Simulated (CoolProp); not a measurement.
A closed Brayton cycle with nitrogen: compressor inlet 311.15 K and 3.3 MPa, high pressure 11.5 MPa, turbine inlet 810 K, compressor efficiency 0.8, turbine efficiency 0.85, recuperator effectiveness 0.95 (on enthalpy, no pinch check). Each further row changes one setting.

Computed with CoolProp (reference Helmholtz-energy equation of state, Span 2000).

```
case                           thermal efficiency (%)  net work (kJ/kg)  compressor to turbine work  compressor exit (K)  turbine exit (K)
-----------------------------  ----------------------  ----------------  --------------------------  -------------------  ----------------
as stated                                        19.5              45.3                        0.80                478.9             612.8
turbine inlet 760 K                               ___              31.4                        0.85                478.9             573.3
compressor inlet 321.15 K                        17.0              39.4                        0.82                  ___             612.8
high pressure 9.78 MPa                           22.5              47.4                        0.76                453.6             635.2
recuperator effectiveness 0.5                     ___              45.3                        0.80                478.9             612.8
```

Question: What belongs in the gaps?

Answer: 
- turbine inlet 760 K, thermal efficiency (%): 14.5
- compressor inlet 321.15 K, compressor exit (K): 494.1
- recuperator effectiveness 0.5, thermal efficiency (%): 15.2
